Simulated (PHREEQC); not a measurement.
**Arsenic or selenium liquor: speciation**

Consider water at 25 °C with 0.015 mol Na2SeO4, 0.045 mol H3PO4 and 0.00097 mol NaCl per kg of water. Closed to the air; pH follows from the charge balance.

Model: ion-association model, wateq4f.dat, run in PHREEQC.

Each row changes one thing in this solution. Precipitation was switched off in this run.

| case | pH | ionic strength (mol/kgw) | H3PO4 (mol/kgw) | H2PO4- (mol/kgw) | SeO4-2 (mol/kgw) | HSeO4- (mol/kgw) | SI of Halite (NaCl) |
|---|---|---|---|---|---|---|---|
| as made | 1.91 | 0.0571 | 0.0269 | 0.0181 | 0.0115 | 0.00351 | -6.29 |
| 0.04 mol/kgw NaOH added | 3.10 | 0.0867 | 0.00378 | 0.0412 | 0.0147 | 0.000264 | -5.96 |
| Na2SeO4 from 0.015 to 0.0135 mol/kgw | 1.90 | 0.0530 | 0.0270 | 0.0180 | 0.0103 | 0.00322 | -6.33 |
| diluted 2-fold with water | 2.08 | 0.0312 | 0.0115 | 0.0110 | 0.00608 | 0.00142 | -6.85 |
| Na2SeO4 from 0.015 to 0.0075 mol/kgw | 1.88 | 0.0367 | 0.0278 | 0.0171 | 0.00554 | 0.00196 | -6.55 |
| diluted 100-fold with water | 3.39 | 0.000880 | 2.48e-5 | 0.000425 | 0.000148 | 2.50e-6 | -10.13 |
| Na2SeO4 from 0.015 to 0.0015 mol/kgw | 1.85 | 0.0207 | 0.0289 | 0.0162 | 0.00106 | 0.000442 | -7.12 |

H3PO4, which wateq4f.dat lacks, is added to it with the constant of phreeqc.dat.
